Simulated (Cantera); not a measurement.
## Thermodynamics of silicon etching in halogen gases, feed Si + F2 + N2

A closed system holds: 1 mol Si, 0.64 mol F2, 11 mol N2, equilibrated at 13.3 mbar.

Method: chemical equilibrium by Gibbs-energy minimisation in Cantera with the NASA 1993 tables (ideal gas, pure condensed phases). Candidate condensed phases: Si, Si3N4; 16 gas species. N2 is the only nitrogen source here; it is nearly inert below about 1500 K, so the nitride shown seldom forms there in practice. The tables' values for SiF3, SiF2 are old estimates; treat these amounts as uncertain. The numbers say what is thermodynamically allowed, not how fast it happens.

```
T (°C)   x N2  x SiF4    x SiF3    x SiF2     x SiF      x Si     x SiN    x Si2N  n Si3N4(s)
------  -----  ------  --------  --------  --------  --------  --------  --------  ----------
352     0.971  0.0294  5.95e-12    <1e-12    <1e-12    <1e-12    <1e-12    <1e-12       0.227
427     0.971  0.0294  2.84e-10    <1e-12    <1e-12    <1e-12    <1e-12    <1e-12       0.227
502     0.971  0.0294   6.39e-9    <1e-12    <1e-12    <1e-12    <1e-12    <1e-12       0.227
577     0.971  0.0294   8.27e-8    <1e-12    <1e-12    <1e-12    <1e-12    <1e-12       0.227
652     0.971  0.0294   7.04e-7  4.89e-11    <1e-12    <1e-12    <1e-12    <1e-12       0.227
727     0.971  0.0294   4.33e-6   1.35e-9    <1e-12    <1e-12    <1e-12    <1e-12       0.227
802     0.971  0.0294   2.06e-5   2.32e-8    <1e-12    <1e-12    <1e-12    <1e-12       0.227
877     0.971  0.0294   7.97e-5   2.74e-7    <1e-12    <1e-12    <1e-12    <1e-12       0.227
952     0.970  0.0292  0.000260   2.37e-6  1.57e-11    <1e-12    <1e-12    <1e-12       0.226
1027    0.970  0.0289  0.000732   1.58e-5  3.79e-10  3.70e-12  1.45e-12    <1e-12       0.226
1102    0.970  0.0280   0.00181   8.48e-5   6.40e-9  1.22e-10  3.18e-11    <1e-12       0.225
1177    0.969  0.0262   0.00396  0.000373   7.93e-8   2.78e-9  5.07e-10  8.63e-12       0.222
1252    0.968  0.0230   0.00757   0.00136   7.51e-7   4.65e-8   6.12e-9  3.11e-10       0.217
1327    0.966  0.0179    0.0123   0.00411   5.55e-6   5.95e-7   5.82e-8   7.95e-9       0.208
```
x: gas mole fraction; n: condensed amount in mol.

From 352 °C to 1327 °C the condensed part is Si3N4(s). The main Si-bearing gas is SiF4 throughout.
